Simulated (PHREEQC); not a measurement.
A solution holds 3.7 mol LiCl and 0.092 mol MgSO4 per kg of water, at 35 °C. Closed to the air; pH follows from the charge balance.

All values are PHREEQC results (Pitzer model, pitzer.dat), not measurements.

This is a speciation only: nothing precipitates in the calculation.

### Question
What activity of water, density does the model give?

### Answer
activity of water 0.827; density 1.081 g/cm³.

Species that the database lacks are ignored.
